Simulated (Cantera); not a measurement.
An adiabatic, constant-pressure homogeneous reactor starts with CH₄ : O₂ : N₂ = 1 : 2.6 : 9.77 (molar parts), at 1425 K and 1.00 atm. Integrator tolerance rtol = 1e-08.

Model: GRI-Mech 3.0 (53 species, 325 reactions), integrated in Cantera.

Problem. What does this change do: pressure from 1.00 atm to 7.80 atm?

Solution. 
```
quantity                                                            before                                    after
---------------------------------  ---------------------------------------  ---------------------------------------
time of steepest temperature rise                                  2.30 ms                                 0.433 ms
temperature at 1.00 s                                               2610 K                                   2709 K
equilibrium temperature                                             2610 K                                   2709 K
x(CH₄) at 1.00 s                     <1e-12 (gas-phase equilibrium <1e-12)    <1e-12 (gas-phase equilibrium <1e-12)
x(O₂) at 1.00 s                      0.0440 (gas-phase equilibrium 0.0440)    0.0409 (gas-phase equilibrium 0.0409)
x(H₂O) at 1.00 s                       0.131 (gas-phase equilibrium 0.131)      0.137 (gas-phase equilibrium 0.137)
x(C₂H₂) at 1.00 s                    <1e-12 (gas-phase equilibrium <1e-12)    <1e-12 (gas-phase equilibrium <1e-12)
x(H) at 1.00 s                     0.00316 (gas-phase equilibrium 0.00316)  0.00128 (gas-phase equilibrium 0.00128)
```
